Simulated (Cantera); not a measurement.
A closed system holds: 1 mol MgO, 0.043 mol N₂, equilibrated at 13.3 mbar.

Method: chemical equilibrium by Gibbs-energy minimisation in Cantera with the NASA 1993 tables (ideal gas, pure condensed phases). Candidate condensed phases: Mg, MgO; 13 gas species. Equilibrium is a limit: real reactors are often held back by kinetics, nucleation or transport.

### Question
Which condensed phases are stable at each of these points (T (K)): 2198, 2273, 2348, 2423, 2498, 2573, 2648, 2723, 2798, 2873?

### Answer
```tsv
T (K)	condensed phases	Mg condensed (%)
2198	MgO(s)	100.0
2273	MgO(s)	100.0
2348	MgO(s)	99.9
2423	MgO(s)	99.8
2498	MgO(s)	99.5
2573	MgO(s)	98.8
2648	MgO(s)	96.3
2723	gas only	0.0
2798	gas only	0.0
2873	gas only	0.0
```

From 2198 K to 2648 K the condensed part is MgO(s). From 2723 K to 2873 K nothing is condensed.
